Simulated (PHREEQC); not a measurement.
Solution (20 °C): 0.00024 mol/kgw CaSO4 and 0.0033 mol/kgw NaF. Closed to the air; pH follows from the charge balance.

Equilibrium calculation in PHREEQC: ion-association model, phreeqc.dat.

Each row changes one thing in this solution. This is a speciation only: nothing precipitates in the calculation.

| case | pH | ionic strength (mol/kgw) | SO4-2 (mol/kgw) | CaSO4 (mol/kgw) | NaSO4- (mol/kgw) | CaOH+ (mol/kgw) | SI of Gypsum (CaSO4:2H2O) |
|---|---|---|---|---|---|---|---|
| as made | 7.43 | 0.00423 | 0.000232 | 5.39e-6 | 2.81e-6 | 8.56e-10 | -2.92 |
| NaF replaced by Na3PO4 at the same molality | 11.50 | 0.0143 | 0.000233 | 1.01e-8 | 6.97e-6 | 2.42e-8 | -5.65 |
| temperature from 20 to 80 °C | 6.86 | ? | 0.000229 | 7.26e-6 | 3.72e-6 | 2.24e-10 | -2.80 |
| temperature from 20 to 30 °C | 7.30 | 0.00423 | 0.000231 | ? | ? | ? | -2.92 |
| 5e-05 mol/kgw Na2SO4 added | 7.43 | 0.00437 | 0.000280 | 6.43e-6 | 3.49e-6 | 8.49e-10 | -2.84 |

Question: What belongs in the gaps?

Answer: 
- temperature from 20 to 80 °C, ionic strength (mol/kgw): 0.00422
- temperature from 20 to 30 °C, CaSO4 (mol/kgw): 5.73e-6
- temperature from 20 to 30 °C, NaSO4- (mol/kgw): 2.98e-6
- temperature from 20 to 30 °C, CaOH+ (mol/kgw): 6.26e-10

Some of these states are supersaturated (in Fluorite, Hydroxyapatite, for instance). At this temperature some constants are extrapolated from 25 °C, and those without enthalpy data are left unchanged.
